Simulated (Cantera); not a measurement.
A closed system holds: 1 mol Si, a varied amount of Cl₂, 7.9 mol H₂, equilibrated at 698.15 K and 2.90 bar.

Equilibrium computed with Cantera from the NASA thermochemical tables; the gas is ideal and each condensed phase is pure. Candidate condensed phases: Si; 19 gas species. Kinetics and transport are ignored.

log p: log10 of the partial pressure in bar; n: condensed amount in mol.

```
n(Cl₂) (mol)  log p H₂  log p HCl  log p SiCl₄  log p SiHCl₃  log p SiH₂Cl₂  log p SiH₃Cl  n Si(s)
------------  --------  ---------  -----------  ------------  -------------  ------------  -------
0.5               0.45      -3.39        -1.37         -1.23          -2.28         -4.00      [?]
0.64              0.44      -3.36        -1.25         -1.14          -2.22         -3.97      [?]
0.83              0.44      -3.34        -1.12         -1.05          -2.17         -3.95      [?]
1.1               0.43      -3.31        -0.99         -0.95          -2.11         -3.93      [?]
1.4               0.42      -3.28        -0.87         -0.87          -2.06         -3.91      [?]
1.8               0.41      -3.08        -0.69         -0.91          -2.31         -4.37        0
2.3               0.38      -0.72        -0.50         -3.11          -6.89        -11.35        0
2.9               0.32      -0.27        -0.53         -3.64          -7.94          <-11        0
```

Some entries are withheld; supply them.


- 0.5, n Si(s): 0.702
- 0.64, n Si(s): 0.621
- 0.83, n Si(s): 0.512
- 1.1, n Si(s): 0.359
- 1.4, n Si(s): 0.190
